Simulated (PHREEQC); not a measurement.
Solution (25 °C): 0.012 mol TMAH and 0.0011 mol CO2 per kg of water. Closed to the air; pH follows from the charge balance.

All values are PHREEQC results (ion-association model, phreeqc.dat), not measurements.

```csv
quantity,before,after
pH,11.94,10.01
ionic strength (mol/kgw),0.0131,0.000124
```

Question: Name the change that produced these shifts.
A) temperature from 25 to 35 °C
B) CO2 left out
C) diluted 10-fold with water
D) diluted 100-fold with water
E) TMAH replaced by (CH3)4NCl at the same molality

Answer: D, diluted 100-fold with water

No solid was allowed to form. (CH3)4N+ isn't in the database: it is added as a free cation with an ion size of 4 Å.
